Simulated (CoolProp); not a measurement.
Vapour pressure (MPa) of R245ca: the reference equation beside estimates from Tc = 447.6 K, pc = 3.941 MPa, ω = 0.355.

Model: reference Helmholtz-energy equation of state, Zhou 2016, in CoolProp.

```csv
T (K),reference,Lee-Kesler,van der Waals,Redlich-Kwong,Peng-Robinson
356.1,0.6162,0.6198,1.473,?,?
360.3,0.6848,?,1.555,1.013,0.6838
364.5,0.7590,0.7636,1.640,1.099,0.7584
368.7,0.8392,0.8441,1.728,1.189,0.8391
372.9,?,0.9309,1.818,?,0.9262
377.1,1.018,1.024,1.912,1.386,1.020
381.3,1.118,1.124,2.008,1.491,1.121
385.5,?,1.231,?,1.603,?
```

**Question.** Complete the blanks.

**Answer.** 
- 356.1, Redlich-Kwong: 0.9320
- 356.1, Peng-Robinson: 0.6148
- 360.3, Lee-Kesler: 0.6889
- 372.9, reference: 0.9255
- 372.9, Redlich-Kwong: 1.285
- 385.5, reference: 1.225
- 385.5, van der Waals: 2.108
- 385.5, Peng-Robinson: 1.229

Absolute difference from the reference over all 8 rows, mean and median: Lee-Kesler 0.6 and 0.6 %, van der Waals 103.0 and 101.2 %, Redlich-Kwong 40.6 and 40.3 %, Peng-Robinson 0.2 and 0.2 %.
